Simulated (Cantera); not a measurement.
Input (Python, Cantera) and output of one run.

```python
import numpy as np
import cantera as ct

gas_names = """
    C CN CO CO2 C2 CCN CNC C2N2 C2O C3 C3O2 C4 C4N2 C5 Fe FeC5O5 FeO N NCO NO NO2 NO3 N2 N2O O O2 O3
""".split()
cond_names = """
    C(gr) Fe(a) Fe(c) Fe(d) Fe(L) FeC5O5(L) FeO(s) FeO(L) Fe2O3(s) Fe3O4(s)
""".split()


# ... load() reads the species with a 1 bar reference pressure and builds the phases ...
atoms = {
    'Fe3O4': {'Fe': 3, 'O': 4},
    'CO': {'C': 1, 'O': 1},
    'N2': {'N': 2},
}
top_T = {'C(gr)': 4500, 'Fe2O3(s)': 1830, 'Fe3O4(s)': 1870}  # K; cautious upper limits of use, not melting points


# ... equilibrate(T, P, feed) seeds the gas with the atoms and calls Mixture.equilibrate('TP', solver="vcs", rtol=1e-11, max_steps=5000) ...
results = []
feed = {'Fe3O4': 1, 'CO': 13, 'N2': 0.18}  # mol
T = 1050  # K
P = 100000  # Pa
mix = equilibrate(T, P, feed)
results.append((T, P, feed, dict(zip(mix.species_names, mix.species_moles))))
print(gas.report(threshold=0.0001))
for i in range(1, mix.n_phases):
    print(f"{mix.phase(i).name:16s} {mix.phase_moles(i):12.5e} mol")
```

Output:

```
       temperature   1050 K
          pressure   1e+05 Pa
           density   0.35548 kg/m^3
  mean mol. weight   31.034 kg/kmol
   phase of matter   gas

                          1 kg             1 kmol
                     ---------------   ---------------
          enthalpy       -4.4061e+06       -1.3674e+08  J
   internal energy       -4.6875e+06       -1.4547e+08  J
           entropy            7973.5        2.4745e+05  J/K
    Gibbs function       -1.2778e+07       -3.9656e+08  J
 heat capacity c_p            1206.6             37444  J/K
 heat capacity c_v            938.64             29130  J/K

                      mass frac. Y      mole frac. X     chem. pot. / RT
                     ---------------   ---------------   ---------------
                CO           0.71964           0.79734           -38.617
               CO2           0.26803           0.18901            -75.31
                N2          0.012328          0.013657           -29.283
     [  +24 minor]        4.9449e-13        2.5377e-13

C(gr)             0.00000e+00 mol
Fe(a)             1.49111e+00 mol
FeC5O5(L)         0.00000e+00 mol
FeO(s)            1.50889e+00 mol
Fe2O3(s)          0.00000e+00 mol
Fe3O4(s)          0.00000e+00 mol
```

Equilibrium computed with Cantera from the NASA thermochemical tables; the gas is ideal and each condensed phase is pure. Mutual solubility and eutectic melting of coexisting phases are not modelled. The tables' stoichiometric FeO is somewhat more stable than real wüstite, so its field is too wide. FeO: taken at fixed stoichiometry.
